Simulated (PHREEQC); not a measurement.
Consider water at 25 °C with 1.3 mmol/kgw Na2SiO3. Closed to the air; pH follows from the charge balance.

Model: ion-association model, phreeqc.dat, run in PHREEQC.

```json
[
 {"quantity": "pH", "before": "11.10", "after": "2.65"},
 {"quantity": "ionic strength (mol/kgw)", "before": "0.00261", "after": "0.00323"},
 {"quantity": "H3SiO4- (mol/kgw)", "before": "0.00122", "after": "3.05e-11"},
 {"quantity": "H4SiO4 (mol/kgw)", "before": "6.23e-5", "after": "0.000434"},
 {"quantity": "SI of Quartz (SiO2)", "before": "-0.22", "after": "+0.62"}
]
```

Question: What was changed between the two runs?
A) Na2SiO3 replaced by H2SiF6 at the same molality
B) Na2SiO3 from 0.0013 to 0.00013 mol/kgw
C) diluted 2-fold with water
D) 1.6e-05 mol/kgw H2SO4 added
E) 8.7e-05 mol/kgw KF added

Answer: A, Na2SiO3 replaced by H2SiF6 at the same molality

Precipitation was switched off in this run. Some of these states are supersaturated (in Quartz (slow to form), Chalcedony (slow to form), for instance).
